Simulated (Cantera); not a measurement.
A Cantera script and its output.

```python
import numpy as np
import cantera as ct

gas = ct.Solution("gri30.yaml")
gas.TPX = 325, 190000, {'CH4': 1, 'C2H6': 0.05, 'C3H8': 0.073, 'O2': 1.95, 'N2': 7.35}
flame = ct.FreeFlame(gas, width=0.026)
flame.set_refine_criteria(ratio=3, slope=0.08, curve=0.16)
flame.transport_model = "mixture-averaged"
flame.solve(loglevel=0, auto=True)
z, T = flame.grid, flame.T
thick = (T[-1] - T[0]) / np.gradient(T, z).max()
show = ['CH4', 'C2H6', 'C3H8', 'H2O', 'H2', 'CH2O']
print(f"laminar burning velocity  {flame.velocity[0] * 100:.3f} cm/s")
print(f"burnt temperature         {T[-1]:.1f} K")
print(f"thermal thickness         {thick * 1e3:.4f} mm")
print(f"grid points               {len(z)}")
z0 = z[flame.heat_release_rate.argmax()]
print(f"{'z/mm':>9s}{'T/K':>9s}{'u/(m/s)':>9s}" + "".join(f"{s:>11s}" for s in show))
rows = []
for k in (-3, -2, -1.5, -1, -0.5, -0.25, 0, 0.25, 0.5, 1, 2, 4, 8):
    zz = z0 + k * thick
    rows.append([k * thick, np.interp(zz, z, T), np.interp(zz, z, flame.velocity),
                 *(np.interp(zz, z, flame.X[gas.species_index(s)]) for s in show)])
    print(f"{rows[-1][0] * 1e3:9.3f}{rows[-1][1]:9.1f}{rows[-1][2]:9.3f}" + "".join(f"{x:11.3e}" for x in rows[-1][3:]))
```

It prints:

```
laminar burning velocity  22.604 cm/s
burnt temperature         2082.0 K
thermal thickness         0.3692 mm
grid points               154
     z/mm      T/K  u/(m/s)        CH4       C2H6       C3H8        H2O         H2       CH2O
   -1.108    325.2    0.227  9.576e-02  4.790e-03  6.994e-03  2.247e-05  1.684e-03  2.735e-08
   -0.738    328.4    0.230  9.520e-02  4.772e-03  6.970e-03  4.255e-04  5.478e-03  1.114e-06
   -0.554    347.2    0.244  9.369e-02  4.740e-03  6.931e-03  2.688e-03  1.076e-02  1.208e-05
   -0.369    484.0    0.345  8.588e-02  4.576e-03  6.710e-03  1.849e-02  2.067e-02  1.736e-04
   -0.185   1027.2    0.750  5.610e-02  3.533e-03  4.160e-03  7.673e-02  3.342e-02  1.134e-03
   -0.092   1451.7    1.077  3.077e-02  1.978e-03  1.018e-03  1.208e-01  3.932e-02  1.104e-03
    0.000   1818.7    1.362  8.110e-03  1.896e-04  7.144e-06  1.593e-01  4.219e-02  3.741e-04
    0.092   1975.4    1.479  9.867e-04  2.943e-06  1.376e-09  1.746e-01  4.139e-02  8.086e-05
    0.185   2015.5    1.506  1.128e-04  4.547e-08  1.979e-12  1.768e-01  4.124e-02  1.251e-05
    0.369   2036.1    1.517  3.412e-06  4.748e-11  7.214e-17  1.759e-01  4.219e-02  4.311e-07
    0.738   2052.2    1.527  4.921e-08  1.075e-14  1.152e-21  1.759e-01  4.285e-02  7.527e-09
    1.477   2066.2    1.536  6.922e-10  1.991e-17  1.228e-25  1.768e-01  4.307e-02  2.158e-09
    2.954   2075.8    1.543  1.284e-11  1.647e-19  1.394e-29  1.775e-01  4.319e-02  2.122e-09
```

Model: GRI-Mech 3.0 (53 species, 325 reactions), integrated in Cantera. Burning velocities carry a grid error of a few per cent, more on coarse grids.
